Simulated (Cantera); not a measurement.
Predominance diagram of V at 1250 K against the partial pressures of O₂ and N₂ (log10, bar). Standard-state values (1 bar) from the NASA 1993 polynomials, evaluated with Cantera. Candidates: V(s), VN(s), VO(s), V₂O₃(s), V₂O₄(s), V₂O₅(l). Only these pure phases compete in this equilibrium. VN, VO: taken at fixed stoichiometry. Not in the tables: V₃O₅ to V₆O₁₃, V₂N.

Which phase is stable at these pairs, and which metal-bearing vapour leads over it? (-12, -3); (-9.6, -12); (-7.2, -7); (-5.6, -5); (-4, -9); (-4.8, -2); (-11.2, -2)


```json
[
 {"log p(O₂)": "-12", "log p(N₂)": "-3", "phase": "V₂O₃(s)", "chief vapour": "VO₂", "log p (bar)": "-10.8"},
 {"log p(O₂)": "-9.6", "log p(N₂)": "-12", "phase": "V₂O₃(s)", "chief vapour": "VO₂", "log p (bar)": "-10.2"},
 {"log p(O₂)": "-7.2", "log p(N₂)": "-7", "phase": "V₂O₄(s)", "chief vapour": "VO₂", "log p (bar)": "-10.2"},
 {"log p(O₂)": "-5.6", "log p(N₂)": "-5", "phase": "V₂O₄(s)", "chief vapour": "VO₂", "log p (bar)": "-10.2"},
 {"log p(O₂)": "-4", "log p(N₂)": "-9", "phase": "V₂O₄(s)", "chief vapour": "VO₂", "log p (bar)": "-10.2"},
 {"log p(O₂)": "-4.8", "log p(N₂)": "-2", "phase": "V₂O₄(s)", "chief vapour": "VO₂", "log p (bar)": "-10.2"},
 {"log p(O₂)": "-11.2", "log p(N₂)": "-2", "phase": "V₂O₃(s)", "chief vapour": "VO₂", "log p (bar)": "-10.6"}
]
```
